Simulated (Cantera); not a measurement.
Charge: 1 mol SiCl4, 0.023 mol CH4, 140 mol H2, at 1675 K and 270 Pa.

Cantera equilibrium calculation (NASA polynomials, part measured and part estimated; ideal gas, pure solids and liquids). Candidate condensed phases: C, C6H6, C7H8, C8H18, Si, SiC; 109 gas species. Mutual solubility and eutectic melting of coexisting phases are not modelled. The tables' values for SiCl are old estimates; treat these amounts as uncertain. Gases not in the tables: Si2H6 and higher silanes. The numbers say what is thermodynamically allowed, not how fast it happens.

Base state: H2 0.972, HCl 0.0238, H 0.00220, SiCl2 0.00211, Si 0.000161, Cl 4.22e-5, SiCl 3.87e-5, SiH 1.38e-5 (mole fractions); condensed: Si(s) + SiC(s).

Question: What changes in the equilibrium state with this change: temperature from 1675 K to 1998 K?

Answer: 
| species | before | after |
|---|---|---|
| H2 | 0.972 | 0.937 |
| H | 0.00220 | 0.0299 |
| HCl | 0.0238 | 0.0256 |
| Si | 0.000161 | 0.00555 |
| C2H2 (acetylene) | 1.02e-8 | 1.20e-5 |
| Si2C | 8.32e-7 | 0.000127 |
| Si2 | 6.26e-7 | 2.02e-5 |
| Cl | 4.22e-5 | 0.000607 |
| SiH | 1.38e-5 | 0.000190 |
| Si(s), mol | 0.645 | 0 |
| SiC(s), mol | 0.0229 | 0 |

Question: What changes in the equilibrium state with this change: SiCl4 replaced by Si(CH3)4?

Answer: 
| species | before | after |
|---|---|---|
| H2 | 0.972 | 0.998 |
| H | 0.00220 | 0.00223 |
| C2H2 (acetylene) | 1.02e-8 | 5.79e-5 |
| HCl | 0.0238 | 0 |
| SiCl2 | 0.00211 | 0 |
| Si | 0.000161 | 2.16e-6 |
| Cl | 4.22e-5 | 0 |
| SiCl | 3.87e-5 | 0 |
| SiH | 1.38e-5 | 1.88e-7 |
| SiH2 | 1.09e-5 | 1.51e-7 |
| Si(s), mol | 0.645 | 0 |
| SiC(s), mol | 0.0229 | 1.000 |
| C(graphite), mol | 0 | 3.01 |
